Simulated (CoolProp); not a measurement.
A simple Rankine cycle with R124: condensing at 318.15 K, boiler at 2.84 MPa, turbine inlet 422.4 K, turbine efficiency 0.65, pump efficiency 0.8, no recuperator. Each further row changes one setting.

Model: reference Helmholtz-energy equation of state, de Vries 1995, in CoolProp.

| case | thermal efficiency (%) | net work (kJ/kg) | heat in (kJ/kg) | turbine exit temperature (K) | volume ratio over the turbine |
|---|---|---|---|---|---|
| as stated | 8.1 | 16.7 | 205 | ? | 4.63 |
| turbine inlet 442.4 K | 8.1 | 18.4 | ? | 402.5 | 4.46 |
| condensing temperature 310.15 K | 9.1 | 19.5 | 214 | 375.2 | 5.78 |
| boiler pressure 1.99 MPa | 6.5 | 13.9 | 214 | ? | 3.05 |
| turbine efficiency 0.55 | 6.7 | 13.8 | 205 | 383.3 | 4.68 |

Q: Complete the blanks.

A: 
- as stated, turbine exit temperature (K): 380.1
- turbine inlet 442.4 K, heat in (kJ/kg): 226
- boiler pressure 1.99 MPa, turbine exit temperature (K): 393.8
